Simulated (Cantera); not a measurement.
# Pyrogenic steam for wet oxidation

An isothermal, constant-pressure homogeneous reactor starts with H2 : O2 : N2 = 0.47 : 0.13 : 11 (molar parts), at 1025 K and 113 Torr.

Model: the H2/O2 subset of GRI-Mech 3.0, which has no nitrogen chemistry, integrated in Cantera.

```csv
t (s),x H2,x O2,x O,x HO2,x OH
0.000100,0.0405,0.0112,<1e-12,9.74e-12,<1e-12
0.000388,0.0405,0.0112,2.72e-12,3.89e-11,<1e-12
0.00151,0.0405,0.0112,4.45e-11,1.99e-10,1.58e-11
0.00585,0.0405,0.0112,1.72e-7,2.24e-7,6.22e-8
0.0227,0.0148,1.44e-5,1.58e-5,1.69e-9,2.80e-5
0.0881,0.0175,3.94e-7,5.39e-7,4.74e-11,5.24e-6
0.342,0.0181,2.19e-8,3.10e-8,2.84e-12,1.26e-6
1.33,0.0183,1.41e-9,1.99e-9,<1e-12,3.20e-7
5.15,0.0183,9.68e-11,1.31e-10,<1e-12,8.20e-8
20.0,0.0183,6.94e-12,8.66e-12,<1e-12,2.11e-8
```
x: mole fraction; the columns are a selection and need not sum to one.

Equilibrium at this temperature and pressure: H2 0.0183, O2 <1e-12, O <1e-12, HO2 <1e-12, OH 5.06e-12 (gas phase only).
